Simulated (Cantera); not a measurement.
A closed system holds: 1 mol Pb, 0.14 mol CO₂, 18 mol H₂, at 7050 Torr.

Cantera equilibrium calculation (NASA polynomials, part measured and part estimated; ideal gas, pure solids and liquids). Candidate condensed phases: C, C₆H₆, C₇H₈, C₈H₁₈, H₂O, Pb, PbO, PbO₂, Pb₃O₄; 113 gas species. The numbers say what is thermodynamically allowed, not how fast it happens. All values below are at 825 K.

Base state: H₂ 0.976, H₂O 0.0157, CH₄ 0.00784 (mole fractions); condensed: Pb(l).

Q: What changes in the equilibrium state with this change: CO₂ from 0.14 to 0.027 mol?

A: 
| species | before | after |
|---|---|---|
| H₂ | 0.976 | 0.995 |
| H₂O | 0.0157 | 0.00300 |
| CH₄ | 0.00784 | 0.00150 |
| Pb(l), mol | 1.00 | 1.00 |
